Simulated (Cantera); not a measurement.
# Equilibrium for abatement and gas-phase synthesis: HF + O2 + H2

A closed system holds: 1 mol HF, 0.16 mol O2, 0.086 mol H2, held at 10000 Pa.

Equilibrium computed with Cantera from the NASA thermochemical tables; the gas is ideal and each condensed phase is pure. Candidate condensed phases: H2O; 22 gas species. Rates play no part.

From 1350 °C to 1950 °C nothing is condensed.

```json
[
 {"T (°C)": "1350", "x HF": "0.831", "x O2": "0.0972", "x H2O": "0.0713", "x OH": "0.000261", "x O": "1.87e-5"},
 {"T (°C)": "1400", "x HF": "0.831", "x O2": "0.0971", "x H2O": "0.0713", "x OH": "0.000374", "x O": "3.29e-5"},
 {"T (°C)": "1450", "x HF": "0.831", "x O2": "0.0971", "x H2O": "0.0712", "x OH": "0.000525", "x O": "5.60e-5"},
 {"T (°C)": "1500", "x HF": "0.831", "x O2": "0.0970", "x H2O": "0.0711", "x OH": "0.000722", "x O": "9.25e-5"},
 {"T (°C)": "1550", "x HF": "0.831", "x O2": "0.0969", "x H2O": "0.0709", "x OH": "0.000977", "x O": "0.000149"},
 {"T (°C)": "1600", "x HF": "0.831", "x O2": "0.0968", "x H2O": "0.0707", "x OH": "0.00130", "x O": "0.000233"},
 {"T (°C)": "1650", "x HF": "0.831", "x O2": "0.0966", "x H2O": "0.0705", "x OH": "0.00170", "x O": "0.000356"},
 {"T (°C)": "1700", "x HF": "0.830", "x O2": "0.0964", "x H2O": "0.0702", "x OH": "0.00220", "x O": "0.000533"},
 {"T (°C)": "1750", "x HF": "0.830", "x O2": "0.0961", "x H2O": "0.0698", "x OH": "0.00280", "x O": "0.000781"},
 {"T (°C)": "1800", "x HF": "0.830", "x O2": "0.0958", "x H2O": "0.0693", "x OH": "0.00351", "x O": "0.00112"},
 {"T (°C)": "1850", "x HF": "0.829", "x O2": "0.0954", "x H2O": "0.0687", "x OH": "0.00436", "x O": "0.00159"},
 {"T (°C)": "1900", "x HF": "0.828", "x O2": "0.0948", "x H2O": "0.0679", "x OH": "0.00536", "x O": "0.00221"},
 {"T (°C)": "1950", "x HF": "0.827", "x O2": "0.0942", "x H2O": "0.0670", "x OH": "0.00650", "x O": "0.00303"}
]
```
x: gas mole fraction; nothing condenses.
